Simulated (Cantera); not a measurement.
Feed: 1 mol CO, 0.58 mol NH3, 52 mol H2, 0.29 mol O2, held at 1.33 mbar.

These are equilibrium values from Cantera (NASA tables, ideal gas, pure condensed phases), not measurements of a reactor. Candidate condensed phases: C, C6H6, C7H8, C8H18, H2O; 136 gas species. The numbers say what is thermodynamically allowed, not how fast it happens.

x: gas mole fraction; nothing condenses.

```
T (°C)        x H2         x H        x CO       x H2O        x N2     x CH4
------  ----------  ----------  ----------  ----------  ----------  --------
452          0.965    2.51e-12      0.0151      0.0115     0.00538   0.00207
652          0.966     7.01e-9      0.0181      0.0103     0.00535   9.46e-7
852          0.966     1.20e-6      0.0183      0.0105     0.00535   5.16e-9
1052         0.966     4.40e-5      0.0184      0.0106     0.00535  1.34e-10
1252         0.965    0.000636      0.0184      0.0106     0.00535  9.06e-12
1452         0.961     0.00499      0.0184      0.0106     0.00534  1.14e-12
1652         0.941      0.0254      0.0182      0.0105     0.00529    <1e-12
1852         0.874  (withheld)      0.0176      0.0100     0.00510    <1e-12
2052    (withheld)  (withheld)  (withheld)  (withheld)  (withheld)    <1e-12
2252         0.456       0.518      0.0136     0.00553     0.00395    <1e-12
```

Question: What belongs in the gaps?

Answer: 
- 1852, x H: 0.0930
- 2052, x H2: 0.715
- 2052, x H: 0.255
- 2052, x CO: 0.0161
- 2052, x H2O: 0.00866
- 2052, x N2: 0.00467
